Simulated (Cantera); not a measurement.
Cantera run, input and output.

```python
import numpy as np
import cantera as ct

gas = ct.Solution("h2o2.yaml")
gas.TPX = 473, 101325, {'H2': 1, 'O2': 0.185, 'N2': 0.667, 'H2O': 0.064}
flame = ct.FreeFlame(gas, width=0.04)
flame.set_refine_criteria(ratio=3, slope=0.08, curve=0.16)
flame.transport_model = "mixture-averaged"
flame.solve(loglevel=0, auto=True)
z, T = flame.grid, flame.T
thick = (T[-1] - T[0]) / np.gradient(T, z).max()
show = ['H2', 'O2', 'H2O', 'HO2', 'H2O2', 'OH']
print(f"laminar burning velocity  {flame.velocity[0] * 100:.3f} cm/s")
print(f"burnt temperature         {T[-1]:.1f} K")
print(f"thermal thickness         {thick * 1e3:.4f} mm")
print(f"grid points               {len(z)}")
z0 = z[flame.heat_release_rate.argmax()]
print(f"{'z/mm':>9s}{'T/K':>9s}{'u/(m/s)':>9s}" + "".join(f"{s:>11s}" for s in show))
rows = []
for k in (-3, -2, -1.5, -1, -0.5, -0.25, 0, 0.25, 0.5, 1, 2, 4, 8):
    zz = z0 + k * thick
    rows.append([k * thick, np.interp(zz, z, T), np.interp(zz, z, flame.velocity),
                 *(np.interp(zz, z, flame.X[gas.species_index(s)]) for s in show)])
    print(f"{rows[-1][0] * 1e3:9.3f}{rows[-1][1]:9.1f}{rows[-1][2]:9.3f}" + "".join(f"{x:11.3e}" for x in rows[-1][3:]))
```

Output:

```
laminar burning velocity  515.629 cm/s
burnt temperature         1934.3 K
thermal thickness         0.4079 mm
grid points               124
     z/mm      T/K  u/(m/s)         H2         O2        H2O        HO2       H2O2         OH
   -1.224    473.0    5.156  5.219e-01  9.656e-02  3.340e-02  2.638e-12  3.010e-14  8.405e-16
   -0.816    473.0    5.156  5.219e-01  9.656e-02  3.340e-02  1.678e-10  2.014e-12  5.937e-14
   -0.612    473.0    5.156  5.219e-01  9.656e-02  3.340e-02  5.248e-09  6.561e-11  1.773e-12
   -0.408    473.3    5.158  5.218e-01  9.658e-02  3.341e-02  5.797e-07  7.767e-09  1.752e-10
   -0.204    510.2    5.513  5.163e-01  9.679e-02  3.509e-02  2.871e-04  1.097e-05  5.380e-05
   -0.102    758.2    7.980  4.863e-01  8.986e-02  5.731e-02  2.103e-04  2.270e-05  4.775e-04
    0.000   1112.5   11.421  4.212e-01  6.411e-02  1.164e-01  8.312e-05  2.538e-06  8.480e-04
    0.102   1360.0   13.881  3.550e-01  2.506e-02  1.922e-01  2.828e-05  5.923e-07  1.500e-03
    0.204   1476.1   15.035  3.287e-01  6.389e-03  2.285e-01  6.859e-06  2.999e-07  1.516e-03
    0.408   1573.1   15.944  3.259e-01  4.800e-04  2.412e-01  4.856e-07  1.829e-07  1.525e-03
    0.816   1663.9   16.756  3.336e-01  5.917e-05  2.436e-01  6.856e-08  1.245e-07  1.513e-03
    1.631   1749.4   17.503  3.419e-01  3.169e-05  2.455e-01  3.983e-08  7.118e-08  1.336e-03
    3.263   1820.2   18.110  3.490e-01  1.550e-05  2.472e-01  2.148e-08  3.483e-08  1.039e-03
```

Model: the H2/O2 subset of GRI-Mech 3.0, which has no nitrogen chemistry, integrated in Cantera. Burning velocities carry a grid error of a few per cent, more on coarse grids.
